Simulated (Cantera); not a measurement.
Charge: 1 mol CHF3, 0.26 mol HCl, held at 0.450 bar.

Equilibrium computed with Cantera from the NASA thermochemical tables; the gas is ideal and each condensed phase is pure. Candidate condensed phases: C, C6H6, C7H8, C8H18; 118 gas species. Gases not in the tables: C2F6 and larger saturated fluorocarbons. Equilibrium is a limit: real reactors are often held back by kinetics, nucleation or transport.

Question: At 827 °C, list the 5 most abundant gas species with their mole fractions, and the condensed phases.

Answer: HF 0.574, CF4 0.280, HCl 0.141, CClF3 0.00245, Cl2 0.00216. Condensed: C(graphite).
